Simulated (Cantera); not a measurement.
What does this Cantera script print?

```python
import numpy as np
import cantera as ct

gas_names = """
    CL CL2 H HCL H2 Si SiCL SiCL2 SiCL3 SiCL4 SiH SiHCL3 SiH2 SiH2CL2 SiH3 SiH3CL SiH4 Si2 Si3
""".split()
cond_names = """
    Si(cr) Si(L)
""".split()


# ... load() reads the species with a 1 bar reference pressure and builds the phases ...
atoms = {
    'Si': {'Si': 1},
    'Cl2': {'CL': 2},
    'H2': {'H': 2},
}
top_T = {}  # K; cautious upper limits of use, not melting points


# ... equilibrate(T, P, feed) seeds the gas with the atoms and calls Mixture.equilibrate('TP', solver="vcs", rtol=1e-11, max_steps=5000) ...
results = []
feed = {'Si': 1, 'Cl2': 1.5, 'H2': 13}  # mol
T = 600  # K
P = 1100000  # Pa
mix = equilibrate(T, P, feed)
results.append((T, P, feed, dict(zip(mix.species_names, mix.species_moles))))
x = sorted(zip(gas.X, gas.species_names), reverse=True)
print(f"T = {T:g} K  P = {P:g} Pa  gas = {mix.phase_moles(0):.4g} mol")
print("   x: " + "  ".join(f"{s} {v:.3e}" for v, s in x if v > 0.0001))
print("   condensed (mol): " + ("  ".join(f"{mix.phase(i).name} {mix.phase_moles(i):.4g}"
      for i in range(1, mix.n_phases) if mix.phase_moles(i) > 1e-12) or "none"))
```

Output:

```
T = 600 K  P = 1.1e+06 Pa  gas = 13.59 mol
   x: H2 9.328e-01  SiHCL3 4.060e-02  SiCL4 2.293e-02  SiH2CL2 3.605e-03
   condensed (mol): Si(cr) 0.087
```

Equilibrium computed with Cantera from the NASA thermochemical tables; the gas is ideal and each condensed phase is pure.
